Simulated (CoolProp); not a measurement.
Vapour-liquid equilibrium of R227EA (1) + isobutene (2) at 192.8 K; x and y are mole fractions of (1).

Values from CoolProp's multi-fluid Helmholtz-energy mixture model, Lemmon 2016 and Lemmon 2005; pair parameters Bell 2016.

Task: Give the bubble pressure and the first vapour's composition at x = 0.35, 0.45, 0.65. Is there an azeotrope?

Result: x = 0.35: 2.851 kPa, y = 0.539; x = 0.45: 2.855 kPa, y = 0.541; x = 0.65: 2.847 kPa, y = 0.557. y crosses x between x = 0.45 and 0.55: the model has an azeotrope there.

Pair parameters are fitted to limited data, so mixtures are less certain than the pure fluids. With so large a gap from Raoult's law the liquid may split in two, which this calculation doesn't test in full.
